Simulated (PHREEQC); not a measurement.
Make-up at 65 °C and 10 atm: 110 mmol/kgw MgCl2 and 23 mmol/kgw NaHCO3. Closed to the air; pH follows from the charge balance.

The numbers come from PHREEQC with the ion-association model, phreeqc.dat.

Precipitation was switched off in this run.

Q: What pH does the model give?

A: pH 7.31.

Q: In which forms is Mg present?

A: Mg+2 93 %, MgHCO3+ 6.3 %, MgCO3 0.6 % of the Mg.

Complexes and solids missing from the database can't appear. Away from 25 °C the constants follow the database's enthalpies or fits; those with neither stay at their 25 °C values.
